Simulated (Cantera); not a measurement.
Input: 1 mol Fe, 0.14 mol SO2, 3.7 mol H2, 0.66 mol CO2, held at 1273.15 K and 11.0 bar.

Equilibrium computed with Cantera from the NASA thermochemical tables; the gas is ideal and each condensed phase is pure. Candidate condensed phases: C, C6H6, C7H8, C8H18, Fe, Fe(CO)5, FeO, Fe(OH)2, Fe(OH)3, FeS, FeSO4, FeS2, Fe2O3, Fe2(SO4)3, Fe3O4, H2O, H2SO4, S; 127 gas species. Metal and sulfide melt together well below either melting point, which pure phases cannot show. Mutual solubility and eutectic melting of coexisting phases are not modelled. FeS: taken at fixed stoichiometry. The numbers say what is thermodynamically allowed, not how fast it happens.

Base state: H2 0.648, H2O 0.196, CO 0.127, CO2 0.0231, H2S 0.00404, CH4 0.00237, COS 2.53e-5 (mole fractions); condensed: Fe(γ) + FeS(s).

Problem. What changes in the equilibrium state with this change: temperature from 1273.15 K to 1123 K?

Solution. 
```tsv
species	before	after
H2	0.648	0.673
H2O	0.196	0.160
CO	0.127	0.0990
CH4	0.00237	0.0442
CO2	0.0231	0.0215
COS	2.53e-5	8.32e-6
H2S	0.00404	0.00179
Fe(γ), mol	0.878	0
FeS(s), mol	0.122	0.133
Fe(α), mol	0	0.478
FeO(s), mol	0	0.389
```
The tables' stoichiometric FeO is somewhat more stable than real wüstite, so its field is too wide. FeO, FeS: taken at fixed stoichiometry.
